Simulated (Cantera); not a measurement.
A closed system holds: 1 mol CS2, 0.54 mol H2, at 57.0 bar.

These are equilibrium values from Cantera (NASA tables, ideal gas, pure condensed phases), not measurements of a reactor. Candidate condensed phases: C, C6H6, C7H8, C8H18, S; 83 gas species. The ideal-gas law is rough above about 30 bar. Gases not in the tables: S3 to S7. The numbers say what is thermodynamically allowed, not how fast it happens.

Problem. Which condensed phases are stable at each of these points (T (K)): 923, 1123, 1323, 1523, 1723, 1923, 2123, 2323?

Solution. 
```
T (K)    condensed phases  C condensed (%)
-----  ------------------  ---------------
923    C(graphite) + S(l)             76.8
1123          C(graphite)             36.1
1323          C(graphite)             36.7
1523          C(graphite)             36.2
1723          C(graphite)             34.8
1923          C(graphite)             33.0
2123          C(graphite)             30.7
2323          C(graphite)             27.8
```

At 923 K the condensed part is C(graphite) + S(l). From 1123 K to 2323 K the condensed part is C(graphite).
